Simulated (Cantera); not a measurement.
## Pyrogenic steam for wet oxidation

An isothermal, constant-pressure homogeneous reactor starts with H2 : O2 : N2 = 0.42 : 1 : 1.2 (molar parts), at 1225 K and 0.132 atm.

Model: the H2/O2 subset of GRI-Mech 3.0, which has no nitrogen chemistry, integrated in Cantera. The temperature is held fixed by assumption; the heat of reaction is taken as removed at once.

| t (s) | x H2 | x O2 | x H2O | x HO2 | x OH | x H |
|---|---|---|---|---|---|---|
| 2.00e-6 | 0.160 | 0.382 | 5.05e-11 | 1.79e-9 | 1.39e-10 | 1.67e-9 |
| 6.75e-6 | 0.160 | 0.382 | 1.38e-9 | 6.08e-9 | 1.07e-9 | 5.88e-9 |
| 2.28e-5 | 0.160 | 0.382 | 4.06e-8 | 2.12e-8 | 1.09e-8 | 4.24e-8 |
| 7.70e-5 | 0.160 | 0.382 | 1.08e-5 | 2.68e-7 | 1.99e-6 | 7.36e-6 |
| 0.000260 | 0.0118 | 0.307 | 0.126 | 3.41e-5 | 0.00777 | 0.0456 |
| 0.000877 | 0.00196 | 0.324 | 0.168 | 3.05e-5 | 0.00303 | 0.00270 |
| 0.00296 | 0.000128 | 0.327 | 0.174 | 7.89e-6 | 0.000725 | 3.96e-5 |
| 0.0100 | 1.11e-5 | 0.328 | 0.174 | 1.16e-6 | 0.000229 | 1.22e-6 |
| 0.0338 | 1.61e-6 | 0.328 | 0.174 | 2.18e-7 | 9.38e-5 | 8.22e-8 |
| 0.114 | 3.34e-7 | 0.328 | 0.174 | 5.44e-8 | 4.43e-5 | 8.63e-9 |
| 0.385 | 8.46e-8 | 0.328 | 0.174 | 2.14e-8 | 2.26e-5 | 1.16e-9 |
| 1.30 | 2.76e-8 | 0.328 | 0.174 | 1.80e-8 | 1.29e-5 | 2.23e-10 |
| 4.39 | 1.80e-8 | 0.328 | 0.174 | 1.95e-8 | 1.03e-5 | 1.17e-10 |
| 14.8 | 1.77e-8 | 0.328 | 0.174 | 1.96e-8 | 1.02e-5 | 1.14e-10 |
| 50.0 | 1.77e-8 | 0.328 | 0.174 | 1.96e-8 | 1.02e-5 | 1.14e-10 |
x: mole fraction; the columns are a selection and need not sum to one.

Equilibrium at this temperature and pressure: H2 1.77e-8, O2 0.328, H2O 0.174, HO2 1.96e-8, OH 1.02e-5, H 1.14e-10 (gas phase only).
